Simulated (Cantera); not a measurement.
## Hydrocarbon pyrolysis for carbon deposition

An isothermal, constant-pressure homogeneous reactor starts with C₃H₈ : H₂ = 0.68 : 1.1 (molar parts), at 1975 K and 0.0263 atm.

Detailed kinetics in Cantera: GRI-Mech 3.0 (53 species, 325 reactions). GRI-Mech 3.0 was tuned for natural gas; its chemistry of propane as a main component is partial and can be far from experiment. GRI-Mech 3.0 stops at C3 and has no aromatics, soot or wall deposition, so with more carbon than oxygen in the feed, carbon stays in small species such as C2H2 where larger ones or solid carbon would form. Radical loss at walls, strong at low pressure, is not modelled.

```csv
t (s),x C₃H₈,x H₂,x C₂H₄,x CH₂,x C₂H₂,x H,x CH₄
8.00e-6,0.272,0.578,0.0249,7.74e-5,7.60e-5,0.00207,0.0126
2.59e-5,0.0820,0.494,0.124,0.000286,0.00575,0.00618,0.0891
8.37e-5,0.000160,0.502,0.108,0.000194,0.105,0.0104,0.183
0.000270,1.17e-6,0.578,0.0338,6.55e-5,0.192,0.00512,0.162
0.000875,2.06e-7,0.620,0.00749,3.11e-5,0.226,0.00337,0.129
0.00283,4.91e-8,0.657,0.00220,2.09e-5,0.241,0.00312,0.0883
0.00915,6.37e-9,0.695,0.000583,1.53e-5,0.255,0.00356,0.0424
0.0296,2.27e-10,0.719,0.000106,9.55e-6,0.263,0.00468,0.0120
0.0956,1.82e-12,0.726,4.37e-5,3.77e-6,0.265,0.00657,0.00198
0.309,<1e-12,0.726,3.99e-5,9.50e-7,0.266,0.00717,0.000393
1.00,<1e-12,0.727,3.98e-5,4.09e-7,0.266,0.00719,0.000166
```
x: mole fraction; the columns are a selection and need not sum to one.

Equilibrium at this temperature and pressure: C₃H₈ <1e-12, H₂ 0.727, C₂H₄ 3.97e-5, CH₂ 3.73e-7, C₂H₂ 0.266, H 0.00720, CH₄ 0.000151 (gas phase only).
